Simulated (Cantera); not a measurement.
What does this Cantera script print?

```python
import numpy as np
import cantera as ct

gas = ct.Solution("gri30.yaml")
gas.TPX = 475, 500000, {'C2H4': 1, 'O2': 3.53, 'N2': 13.3, 'H2O': 1.9}
inlet = ct.Reservoir(gas, clone=True)
gas.equilibrate("HP")  # start burning
reactor = ct.IdealGasConstPressureReactor(gas, energy="on", clone=False)
exhaust = ct.Reservoir(gas, clone=True)
tau = [0.034, 0.012, 0.0046, 0.0017, 0.00064, 0.00024, 8.7e-05, 3.2e-05, 1.2e-05][0]
for a, b in ((inlet, reactor), (reactor, exhaust)):
    ct.MassFlowController(a, b, mdot=lambda t: reactor.mass / tau)
net = ct.ReactorNet([reactor])
show = ['C2H4', 'O2', 'H2O', 'C2H', 'CH2', 'O', 'NO']

rows = []
print(f"{'tau/s':>10s}{'T/K':>9s}" + "".join(f"{s:>11s}" for s in show))
for tau in [0.034, 0.012, 0.0046, 0.0017, 0.00064, 0.00024, 8.7e-05, 3.2e-05, 1.2e-05]:
    net.initial_time = 0.0
    net.advance(30 * tau)
    before = gas.X
    net.advance(40 * tau)
    drift = np.max(np.abs(gas.X - before) / (gas.X + 1e-9))
    rows.append([gas.T, *gas[show].X, drift])
    print(f"{tau:10.3e}{gas.T:9.1f}" + "".join(f"{x:11.3e}" for x in gas[show].X))
```

It prints:

```
     tau/s      T/K       C2H4         O2        H2O        C2H        CH2          O         NO
 3.400e-02   2193.2  1.478e-06  2.689e-02  1.951e-01  8.830e-09  3.563e-08  2.139e-04  7.898e-04
 1.200e-02   2189.0  3.862e-06  2.730e-02  1.948e-01  2.281e-08  9.776e-08  2.495e-04  4.075e-04
 4.600e-03   2179.2  8.759e-06  2.786e-02  1.941e-01  5.045e-08  2.397e-07  3.245e-04  2.375e-04
 1.700e-03   2159.0  1.895e-05  2.886e-02  1.928e-01  1.039e-07  5.817e-07  4.855e-04  1.505e-04
 6.400e-04   2125.4  3.838e-05  3.054e-02  1.908e-01  1.931e-07  1.323e-06  7.745e-04  1.026e-04
 2.400e-04   2073.7  7.744e-05  3.322e-02  1.879e-01  3.353e-07  2.862e-06  1.237e-03  7.193e-05
 8.700e-05   1995.7  1.696e-04  3.761e-02  1.840e-01  5.535e-07  6.040e-06  1.869e-03  4.893e-05
 3.200e-05   1879.0  4.470e-04  4.545e-02  1.796e-01  8.189e-07  1.244e-05  2.303e-03  2.659e-05
 1.200e-05    475.0  5.068e-02  1.789e-01  9.630e-02 -5.733e-43  1.926e-33 -2.556e-27 -9.777e-21
```

Cantera simulation using GRI-Mech 3.0 (53 species, 325 reactions); the numbers are that mechanism's predictions, not measurements. GRI-Mech 3.0 was tuned for natural gas; its chemistry of ethylene as a main component is partial and can be far from experiment.
